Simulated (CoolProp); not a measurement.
Toluene at 429.5 K and 0.0647 MPa is compressed adiabatically to 0.228 MPa with isentropic efficiency 0.7. Each further row changes one setting.

Values from CoolProp's reference Helmholtz-energy equation of state, Lemmon 2006. It is a short technical equation, of lower accuracy than the large ones.

| case | work (kJ/kg) | final temperature (K) | final density (kg/m³) |
|---|---|---|---|
| as stated | 70.1 | 473.3 | [?] |
| efficiency 1 | [?] | 461.5 | 5.75 |
| efficiency 0.65 | [?] | [?] | 5.54 |

Problem. Fill in the missing entries.

Solution. 
- as stated, final density (kg/m³): 5.59
- efficiency 1, work (kJ/kg): 49.1
- efficiency 0.65, work (kJ/kg): 75.5
- efficiency 0.65, final temperature (K): 476.3
